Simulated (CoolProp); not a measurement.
Vapour-liquid equilibrium of ammonia (1) + benzene (2) at 296.9 K; x and y are mole fractions of (1).

Computed with CoolProp (multi-fluid Helmholtz-energy mixture model, Gao 2020 and Thol 2012; pair parameters Bell 2016).

**Question.** Give the bubble pressure and the first vapour's composition at x = 0.425, 0.5, 0.95. Is there an azeotrope?

**Answer.** x = 0.425: 697.5 kPa, y = 0.984; x = 0.5: 727.3 kPa, y = 0.985; x = 0.95: 918.0 kPa, y = 0.996. No azeotrope shows between x = 0.05 and 0.95.

The pair parameters rest on a limited set of measurements; away from them the model extrapolates. With so large a gap from Raoult's law the liquid may split in two, which this calculation doesn't test in full.
